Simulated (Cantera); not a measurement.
An adiabatic, constant-volume homogeneous reactor starts with 24.1 % H₂, 16.0 % O₂, 60.0 % N₂, at 1225 K and 0.681 atm.

Model: the H2/O2 subset of GRI-Mech 3.0, which has no nitrogen chemistry, integrated in Cantera.

One state of this run: T (K) = 2812; P (bar) = 1.44; x H₂ = 0.0206; x O₂ = 0.0432; x H₂O₂ = 7.13e-7; x H = 0.0103; x HO₂ = 1.47e-5. x: mole fraction; the columns are a selection and need not sum to one.

### Question
Which value of t (s) does it belong to?
(A) 0.0471
(B) 2.61e-5
(C) 6.66e-5
(D) 4.00e-6

### Answer
A, 0.0471
